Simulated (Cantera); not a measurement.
A freely propagating, adiabatic, planar premixed flame of H2 : O2 : N2 : H2O = 1 : 0.98 : 2.65 : 0.21 (molar parts), equivalence ratio 0.51, unburnt at 375 K and 0.132 atm; mixture-averaged transport, grid criteria slope 0.08 and curve 0.16, no radiation.

Detailed kinetics in Cantera: the H2/O2 subset of GRI-Mech 3.0, which has no nitrogen chemistry. Burning velocities carry a grid error of a few per cent, more on coarse grids. Lean hydrogen flames are cellular in practice and burn faster than this planar one.

Problem. How do the results move with these cheaper or finer settings: unity-Lewis-number transport; multicomponent transport; multicomponent+Soret transport; grid criteria slope 0.5, curve 1; grid criteria slope 0.25, curve 0.5; grid criteria slope 0.03, curve 0.06?

Solution. 
```
setting                               laminar burning velocity  thermal thickness  peak x(HO2)  peak x(OH)  grid points
------------------------------------  ------------------------  -----------------  -----------  ----------  -----------
as above                                              178 cm/s            4.15 mm     0.000156      0.0111          107
unity-Lewis-number transport                          137 cm/s            3.01 mm     0.000118      0.0117          107
multicomponent transport                              176 cm/s            4.12 mm     0.000156      0.0111          107
multicomponent+Soret transport                        161 cm/s            4.06 mm     0.000154      0.0109          107
grid criteria slope 0.5, curve 1                      214 cm/s            5.21 mm     0.000132      0.0110           33
grid criteria slope 0.25, curve 0.5                   188 cm/s            4.39 mm     0.000151      0.0109           52
grid criteria slope 0.03, curve 0.06                  176 cm/s            4.10 mm     0.000157      0.0112          264
```
Unity Lewis numbers drop preferential diffusion, which matters most where H2 and H carry the flame; Soret adds thermal diffusion.
